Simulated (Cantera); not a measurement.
A Cantera script and what it prints.

```python
import numpy as np
import cantera as ct

gas_names = """
    Fe H H2 H2S N NH NH2 NH3 N2 N2H2 N2H4 S SH SN S2 S8
""".split()
cond_names = """
    Fe(a) Fe(c) Fe(d) Fe(L) FeS(a) FeS(b) FeS(c) FeS(L) FeS2(s) S(cr1) S(cr2) S(L)
""".split()


# ... load() reads the species with a 1 bar reference pressure and builds the phases ...
atoms = {
    'FeS2': {'Fe': 1, 'S': 2},
    'H2': {'H': 2},
    'N2': {'N': 2},
}
top_T = {'FeS2(s)': 1010}  # K; cautious upper limits of use, not melting points


# ... equilibrate(T, P, feed) seeds the gas with the atoms and calls Mixture.equilibrate('TP', solver="vcs", rtol=1e-11, max_steps=5000) ...
results = []
T = 1475  # K
P = 170000  # Pa
for m in [6.8, 9.9, 14, 21, 30, 44, 63]:
    feed = {'FeS2': 1, 'H2': 3.4, 'N2': m}  # mol
    mix = equilibrate(T, P, feed)
    results.append((T, P, feed, dict(zip(mix.species_names, mix.species_moles))))

top = {s: max(r[3][s] / sum(r[3][g] for g in gas_names) for r in results) for s in gas_names}
cols = sorted((s for s in top if top[s] > 0.0001), key=lambda s: -top[s])[:8]
seen = [c for c in cond_names if any(r[3].get(c, 0) > 1e-12 for r in results)]
print("log10 of partial pressures in bar; condensed amounts in mol")
print(f"{'n(N2)':>10s}" + "".join(f"{s[:9]:>10s}" for s in cols + seen))
for T, P, feed, n in results:
    ng = sum(n[g] for g in gas_names)
    print(f"{feed['N2']:10.4g}" + "".join(f"{np.log10(max(n[s] / ng * P / 1e5, 1e-99)):10.3f}" for s in cols)
          + "".join(f"{n.get(c, 0):10.4g}" for c in seen))
```

Result:

```
log10 of partial pressures in bar; condensed amounts in mol
     n(N2)        N2        H2       H2S        S2        SH    FeS(L)
       6.8     0.052    -0.383    -0.825    -2.112    -3.082         1
       9.9     0.100    -0.495    -0.951    -2.140    -3.151         1
        14     0.134    -0.607    -1.080    -2.173    -3.224         1
        21     0.164    -0.748    -1.245    -2.222    -3.319         1
        30     0.182    -0.878    -1.401    -2.275    -3.410         1
        44     0.197    -1.022    -1.579    -2.342    -3.516         1
        63     0.207    -1.160    -1.754    -2.415    -3.622         1
```

Cantera equilibrium calculation (NASA polynomials, part measured and part estimated; ideal gas, pure solids and liquids). FeS: taken at fixed stoichiometry.
